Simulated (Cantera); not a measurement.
A closed system holds: 1 mol Si2H6, 0.053 mol Cl2, 960 mol H2, equilibrated at 973.15 K and 1.40 mbar.

Equilibrium computed with Cantera from the NASA thermochemical tables; the gas is ideal and each condensed phase is pure. Candidate condensed phases: Si; 19 gas species. The feed counts by its element totals alone. Kinetics and transport are ignored.

Base state: H2 1.000, HCl 0.000110 (mole fractions); condensed: Si(s).

Problem. What changes in the equilibrium state with this change: Si2H6 replaced by SiCl4?

Solution. 
```tsv
species	before	after
H2	1.000	0.996
HCl	0.000110	0.00416
SiCl2	1.95e-8	2.80e-5
Si(s), mol	2.00	0.959
```
